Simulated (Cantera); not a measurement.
Source: NASA polynomial tables (part measured, part estimated), evaluated in Cantera. Values are per mole of reaction as written; species without (g) are pure solids or liquids, kept so even where they would boil at 1 bar.

2 Cu(OH)2 + 3 N(g) → Cu2O + 2 H2(g) + 3 NO(g)

```json
[
 {"T (K)": "300", "ΔH° (kJ)": "(withheld)", "ΔS° (J/K)": "(withheld)", "ΔG° (kJ)": "(withheld)", "log10 K": "(withheld)"},
 {"T (K)": "675", "ΔH° (kJ)": "-432.5", "ΔS° (J/K)": "270.3", "ΔG° (kJ)": "-615.0", "log10 K": "47.59"},
 {"T (K)": "750", "ΔH° (kJ)": "(withheld)", "ΔS° (J/K)": "(withheld)", "ΔG° (kJ)": "(withheld)", "log10 K": "(withheld)"},
 {"T (K)": "825", "ΔH° (kJ)": "-441.1", "ΔS° (J/K)": "258.9", "ΔG° (kJ)": "-654.6", "log10 K": "41.45"},
 {"T (K)": "900", "ΔH° (kJ)": "-445.5", "ΔS° (J/K)": "253.8", "ΔG° (kJ)": "-673.9", "log10 K": "39.11"},
 {"T (K)": "975", "ΔH° (kJ)": "(withheld)", "ΔS° (J/K)": "(withheld)", "ΔG° (kJ)": "(withheld)", "log10 K": "(withheld)"}
]
```

Q: Complete the blanks.

A: 
- 300, ΔH° (kJ): -414.3
- 300, ΔS° (J/K): 309.0
- 300, ΔG° (kJ): -507.0
- 300, log10 K: 88.27
- 750, ΔH° (kJ): -436.7
- 750, ΔS° (J/K): 264.4
- 750, ΔG° (kJ): -635.0
- 750, log10 K: 44.23
- 975, ΔH° (kJ): -449.9
- 975, ΔS° (J/K): 249.1
- 975, ΔG° (kJ): -692.7
- 975, log10 K: 37.11
